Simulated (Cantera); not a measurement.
Feed: 1 mol Ta(OEt)5, 0.11 mol O2, held at 727 °C and 233 Torr.

These are equilibrium values from Cantera (NASA tables, ideal gas, pure condensed phases), not measurements of a reactor. Candidate condensed phases: C, C6H6, C7H8, C8H18, H2O, Ta, TaC, Ta2O5; 113 gas species. The feed counts by its element totals alone. Rates play no part.

Task: What is the equilibrium state?

Result: x(H2): 0.800
x(CO): 0.161
x(CH4): 0.0189
x(H2O): 0.0158
x(CO2): 0.00455
n(C(graphite)): 7.30 mol
n(Ta2O5(s)): 0.500 mol
gas amount: 14.65 mol
log10 activity of TaC(s) (absent): -5.16
log10 activity of Ta(s) (absent): -12.52
